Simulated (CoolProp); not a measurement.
Vapour-liquid equilibrium of methane (1) + ethane (2) at 1.04 bar; x and y are mole fractions of (1).

Values from CoolProp's multi-fluid Helmholtz-energy mixture model, Setzmann 1991 and Bücker 2006; pair parameters Kunz 2012.

| x | bubble temperature, mixture model (K) | bubble temperature, Raoult's law (K) | y, mixture model | y, Raoult's law |
|---|---|---|---|---|
| 0.05 | 158.0 | 160.8 | 0.825 | 0.792 |
| 0.2 | 131.7 | 135.7 | 0.987 | 0.981 |
| 0.35 | 123.6 | 126.5 | 0.996 | 0.995 |
| 0.5 | 119.3 | 121.2 | 0.998 | 0.998 |
| 0.65 | 116.6 | 117.5 | 0.999 | 0.999 |
| 0.8 | 114.5 | 114.8 | 1.000 | 1.000 |
| 0.95 | 112.6 | 112.6 | 1.000 | 1.000 |

The largest gap from Raoult's law is -4.0 K in bubble temperature, at x = 0.2. No azeotrope shows between x = 0.05 and 0.95.

The pair parameters rest on a limited set of measurements; away from them the model extrapolates.
